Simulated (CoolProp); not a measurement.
Vapour-liquid equilibrium of ethane (1) + hydrogen sulfide (2) at 1.54 MPa; x and y are mole fractions of (1).

Values from CoolProp's multi-fluid Helmholtz-energy mixture model, Bücker 2006 and Lemmon 2006; pair parameters Kunz 2012.

```tsv
x	bubble temperature, mixture model (K)	bubble temperature, Raoult's law (K)	y, mixture model	y, Raoult's law
0.05	279.6	285.4	0.204	0.103
0.15	269.5	281.3	0.430	0.282
0.25	264.2	277.5	0.538	0.430
0.35	261.3	274.0	0.601	0.553
0.45	259.4	270.7	0.647	0.657
0.55	257.9	267.6	0.689	0.744
0.65	256.8	264.8	0.734	0.818
0.75	256.0	262.1	0.788	0.881
0.85	255.6	259.6	0.856	0.934
0.95	255.7	257.2	0.945	0.980
```

The largest gap from Raoult's law is -13.3 K in bubble temperature, at x = 0.25. y crosses x between x = 0.85 and 0.95: the model has an azeotrope there.

Pair parameters are fitted to limited data, so mixtures are less certain than the pure fluids. With so large a gap from Raoult's law the liquid may split in two, which this calculation doesn't test in full.
